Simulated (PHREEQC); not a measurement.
Consider water at 25 °C with 0.018 mol HF and 0.058 mol NaF per kg of water. Closed to the air; pH follows from the charge balance.

Equilibrium calculation in PHREEQC: ion-association model, phreeqc.dat.

This is a speciation only: nothing precipitates in the calculation.

Q: Order these F species by the share of F that they hold, largest first: F-, HF, NaF, HF2-.

A: F- (71 %), HF (19 %), HF2- (8.0 %), NaF (1.5 %)

The pH is 3.64 and the ionic strength 0.0571 mol/kgw.
